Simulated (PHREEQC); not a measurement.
A solution holds 11 mmol/kgw (NH4)2SO4, 2.3 mmol/kgw KHF2 and 8 mmol/kgw H3BO3, at 25 °C. Closed to the air; pH follows from the charge balance.

All values are PHREEQC results (ion-association model, phreeqc.dat), not measurements.

Each row changes one thing in this solution. Precipitation was switched off in this run.

```json
[
 {"case": "as made", "pH": "3.61", "ionic strength (mol/kgw)": "0.0327", "SO4-2 (mol/kgw)": "0.00949", "H3BO3 (mol/kgw)": "0.00735", "K+ (mol/kgw)": "0.00222", "F- (mol/kgw)": "0.00207"},
 {"case": "temperature from 25 to 75 °C", "pH": "3.80", "ionic strength (mol/kgw)": "0.0325", "SO4-2 (mol/kgw)": "0.00936", "H3BO3 (mol/kgw)": "0.00755", "K+ (mol/kgw)": "0.00216", "F- (mol/kgw)": "0.00232"},
 {"case": "(NH4)2SO4 replaced by KHSO4 at the same molality", "pH": "2.22", "ionic strength (mol/kgw)": "0.0275", "SO4-2 (mol/kgw)": "0.00777", "H3BO3 (mol/kgw)": "0.00728", "K+ (mol/kgw)": "0.0129", "F- (mol/kgw)": "0.000232"},
 {"case": "temperature from 25 to 10 °C", "pH": "3.59", "ionic strength (mol/kgw)": "0.0328", "SO4-2 (mol/kgw)": "0.00952", "H3BO3 (mol/kgw)": "0.00732", "K+ (mol/kgw)": "0.00224", "F- (mol/kgw)": "0.00202"},
 {"case": "(NH4)2SO4 from 0.011 to 0.055 mol/kgw", "pH": "3.65", "ionic strength (mol/kgw)": "0.137", "SO4-2 (mol/kgw)": "0.0393", "H3BO3 (mol/kgw)": "0.00740", "K+ (mol/kgw)": "0.00211", "F- (mol/kgw)": "0.00234"},
 {"case": "H3BO3 from 0.008 to 0.0016 mol/kgw", "pH": "3.50", "ionic strength (mol/kgw)": "0.0328", "SO4-2 (mol/kgw)": "0.00946", "H3BO3 (mol/kgw)": "0.00127", "K+ (mol/kgw)": "0.00222", "F- (mol/kgw)": "0.00250"}
]
```

Species that the database lacks are ignored. Constants without temperature data keep their 25 °C values here. Real BF4- forms and hydrolyses slowly; the run takes it at equilibrium.
